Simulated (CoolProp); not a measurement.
Values from CoolProp's reference Helmholtz-energy equation of state, de Vries 1995.

Q: Give the vapour pressure (MPa), enthalpy of vaporisation (kJ/kg), liquid cp (kJ/(kg K)), vapour viscosity (µPa s) of saturated R124 at -4.45, 14.65 °C.

A: 
| T (°C) | p (MPa) | enthalpy of vaporisation (kJ/kg) | liquid cp (kJ/(kg K)) | vapour viscosity (µPa s) |
|---|---|---|---|---|
| -4.45 | 0.137 | 162 | 1.07 | 11.6 |
| 14.65 | 0.274 | 152 | 1.11 | 12.5 |

Viscosity comes from a separate model (Bell 2016), an estimate that may be off by 10 % or more.
